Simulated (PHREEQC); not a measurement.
Dissolve 0.025 mol/kgw LiOH and 0.00014 mol/kgw CO2 at 25 °C. Closed to the air; pH follows from the charge balance.

Model: ion-association model, phreeqc.dat, run in PHREEQC.

Each row changes one thing in this solution. This is a speciation only: nothing precipitates in the calculation.

```
case                                  pH  HCO3- (mol/kgw)
---------------------------------  -----  ---------------
as made                            12.32          9.18e-7
diluted 10-fold with water         11.36          1.02e-6
diluted 5-fold with water          11.66          1.02e-6
LiOH from 0.025 to 0.0125 mol/kgw  12.03          1.97e-6
```
